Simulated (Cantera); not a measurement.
A freely propagating, adiabatic, planar premixed flame of H2 : O2 : N2 : H2O = 1 : 0.781 : 3.36 : 1.1 (molar parts), equivalence ratio 0.64, unburnt at 425 K and 1.01 bar; mixture-averaged transport, grid criteria slope 0.08 and curve 0.16, no radiation.

Detailed kinetics in Cantera: the H2/O2 subset of GRI-Mech 3.0, which has no nitrogen chemistry. Burning velocities carry a grid error of a few per cent, more on coarse grids. Lean hydrogen flames are cellular in practice and burn faster than this planar one.

x: mole fraction of selected species; z is measured from the peak of heat release.

```tsv
z (mm)	T (K)	u (m/s)	x H2	x O2	x H2O	x H2O2	x OH	x H
-1.82	425	0.432	0.156	0.126	0.177	4.54e-8	<1e-8	<1e-8
-1.21	428	0.431	0.147	0.127	0.180	7.63e-7	<1e-8	<1e-8
-0.909	436	0.433	0.137	0.128	0.183	3.02e-6	<1e-8	<1e-8
-0.606	___	0.462	0.114	0.129	0.193	1.91e-5	<1e-8	<1e-8
-0.303	___	0.652	0.0724	0.120	0.231	9.14e-5	6.19e-6	5.01e-6
-0.151	___	0.888	0.0469	0.103	0.269	7.09e-5	0.000168	0.000245
0	___	1.13	0.0241	0.0808	0.310	1.46e-5	0.000875	0.00120
0.151	1364	1.28	0.0107	0.0649	0.335	4.73e-6	0.00210	0.00158
0.303	1447	1.36	0.00530	0.0581	0.347	3.06e-6	0.00271	0.00113
0.606	1514	1.42	0.00208	0.0543	0.354	1.58e-6	0.00240	0.000394
1.21	1546	1.45	0.000621	0.0532	0.358	6.69e-7	0.00144	6.49e-5
2.42	1556	1.45	0.000144	0.0531	0.359	2.46e-7	0.000730	7.65e-6
4.85	1559	1.46	3.42e-5	0.0531	0.360	8.82e-8	0.000383	9.76e-7
```

Q: What belongs in the gaps?

A: 
- -0.606, T (K): 475
- -0.303, T (K): 689
- -0.151, T (K): 945
- 0, T (K): 1203
